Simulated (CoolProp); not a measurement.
Chlorine along the isotherm 153.45 °C: Z from the reference equation and from simpler models built on Tc = 143.7 °C, pc = 76.42 bar, ω = 0.070; each cubic takes its own stable root.

Model: reference Helmholtz-energy equation of state, Thol 2021, in CoolProp.

```tsv
p (bar)	phase	reference	van der Waals	Redlich-Kwong	Soave-Redlich-Kwong	Peng-Robinson
0.632	gas	0.9976	0.9977	0.9974	0.9974	0.9971
1.3	gas	0.9950	0.9952	0.9946	0.9946	0.9939
2.67	gas	0.9896	0.9901	0.9888	0.9888	0.9875
5.48	gas	0.9785	0.9795	0.9768	0.9769	0.9742
11.2	gas	0.9553	0.9574	0.9519	0.9520	0.9466
23.1	gas	0.9042	0.9083	0.8972	0.8975	0.8866
47.4	gas	0.7817	0.7897	0.7685	0.7694	0.7483
97.4	supercritical	0.2416	0.3354	0.3011	0.3046	0.2790
200	supercritical	0.3865	0.5301	0.4335	0.4345	0.3916
```
